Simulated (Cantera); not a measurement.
What does this Cantera script print?

```python
import numpy as np
import cantera as ct

surf = ct.Interface("diamond.yaml", "diamond_100")
gas, bulk = surf.adjacent["gas"], surf.adjacent["diamond"]
k = surf.kinetics_species_index(bulk.species_names[0])
cover = ["c6HH", "c6H*", "c6*H", "c6**", "c6HM", "c6B"]

rows, drift = [], 0.0
print(f"{'P':>10s}{'um/h':>11s}" + "".join(f"{s:>11s}" for s in cover))
for v in [340, 650, 1300, 2400, 4700, 9000, 17000, 34000]:
    T, P, xH, xCH3 = 1100, v, 0.023, 0.0002
    gas.TPX = T, P, {"H": xH, "CH3": xCH3, "CH4": 0.0035, "H2": 1 - xH - xCH3 - 0.0035}
    surf.TP = bulk.TP = T, P
    surf.coverages = "c6H*:0.1, c6HH:0.9"
    surf.advance_coverages(100.0)
    before = surf.coverages
    surf.advance_coverages(100.0)
    drift = max(drift, np.max(np.abs(surf.coverages - before) / (surf.coverages + 1e-9)))
    rate = surf.net_production_rates[k] * bulk.mean_molecular_weight / bulk.density * 3.6e9
    rows.append([rate, *surf[cover].coverages])
    print(f"{v:10.4g}{rate:11.4e}" + "".join(f"{x:11.3e}" for x in rows[-1][1:]))
```

It prints:

```
         P       um/h       c6HH       c6H*       c6*H       c6**       c6HM        c6B
       340 2.5935e-01  5.101e-01  2.787e-02  4.414e-01  1.845e-02  1.466e-03  7.038e-10
       650 6.5318e-01  5.097e-01  2.786e-02  4.410e-01  1.844e-02  1.976e-03  1.772e-09
      1300 1.5941e+00  5.093e-01  2.787e-02  4.406e-01  1.843e-02  2.443e-03  4.326e-09
      2400 3.2812e+00  5.091e-01  2.791e-02  4.404e-01  1.843e-02  2.740e-03  8.904e-09
      4700 6.8907e+00  5.089e-01  2.802e-02  4.401e-01  1.845e-02  2.948e-03  1.870e-08
      9000 1.3704e+01  5.088e-01  2.823e-02  4.398e-01  1.849e-02  3.067e-03  3.719e-08
   1.7e+04 2.6454e+01  5.087e-01  2.862e-02  4.393e-01  1.856e-02  3.136e-03  7.178e-08
   3.4e+04 5.3775e+01  5.086e-01  2.945e-02  4.383e-01  1.873e-02  3.188e-03  1.459e-07
```

Model: the Harris–Goodwin 1993 mechanism for the reconstructed diamond (100) surface, integrated in Cantera.
